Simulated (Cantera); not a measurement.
# (CH₃)₂SiCl₂ + H₂ (silicon carbide growth)

Input: 1 mol (CH₃)₂SiCl₂, 43 mol H₂, equilibrated at 0.00320 bar.

Method: chemical equilibrium by Gibbs-energy minimisation in Cantera with the NASA 1993 tables (ideal gas, pure condensed phases). Candidate condensed phases: C, C₆H₆, C₇H₈, C₈H₁₈, Si, SiC; 109 gas species. The feed counts by its element totals alone. The tables' values for SiCl are old estimates; treat these amounts as uncertain. Gases not in the tables: Si₂H₆ and higher silanes. Kinetics and transport are ignored.

| T (K) | x H₂ | x H | x HCl | x Si | x Cl | x C₂H₂ (acetylene) | x CH₄ | x SiCl₂ | n C(graphite) | n SiC(s) |
|---|---|---|---|---|---|---|---|---|---|---|
| 998 | 0.957 | 3.72e-8 | 0.0425 | <1e-12 | 1.54e-9 | 1.03e-9 | 0.000286 | 1.22e-6 | 0.988 | 0.999 |
| 1098 | 0.957 | 4.28e-7 | 0.0425 | <1e-12 | 1.70e-8 | 1.22e-8 | 0.000107 | 3.28e-6 | 0.995 | 1.000 |
| 1198 | 0.957 | 3.29e-6 | 0.0425 | <1e-12 | 1.27e-7 | 9.47e-8 | 4.70e-5 | 7.41e-6 | 0.998 | 1.000 |
| 1298 | 0.957 | 1.85e-5 | 0.0425 | 3.72e-11 | 6.95e-7 | 5.34e-7 | 2.34e-5 | 1.47e-5 | 1.000 | 0.999 |
| 1398 | 0.957 | 8.18e-5 | 0.0425 | 1.16e-9 | 2.99e-6 | 2.35e-6 | 1.28e-5 | 2.64e-5 | 1.00 | 0.999 |
| 1498 | 0.957 | 0.000297 | 0.0424 | 2.27e-8 | 1.06e-5 | 8.43e-6 | 7.61e-6 | 4.36e-5 | 1.00 | 0.998 |
| 1598 | 0.957 | 0.000920 | 0.0424 | 3.05e-7 | 3.22e-5 | 2.58e-5 | 4.82e-6 | 6.74e-5 | 1.00 | 0.997 |
| 1698 | 0.955 | 0.00250 | 0.0422 | 3.01e-6 | 8.59e-5 | 6.88e-5 | 3.22e-6 | 9.84e-5 | 0.998 | 0.995 |
| 1798 | 0.951 | 0.00607 | 0.0419 | 2.30e-5 | 0.000205 | 0.000164 | 2.24e-6 | 0.000137 | 0.992 | 0.992 |
| 1898 | 0.944 | 0.0134 | 0.0414 | 0.000141 | 0.000445 | 0.000355 | 1.61e-6 | 0.000182 | 0.983 | 0.983 |
| 1998 | 0.929 | 0.0273 | 0.0405 | 0.000723 | 0.000888 | 0.000705 | 1.18e-6 | 0.000231 | 0.982 | 0.947 |
| 2098 | 0.902 | 0.0517 | 0.0389 | 0.00316 | 0.00164 | 0.00129 | 8.64e-7 | 0.000279 | 1.05 | 0.799 |
x: gas mole fraction; n: condensed amount in mol.

From 998 K to 2098 K the condensed part is C(graphite) + SiC(s). The main Si-bearing gas is SiCl₄ at 998 K and Si at 2098 K.
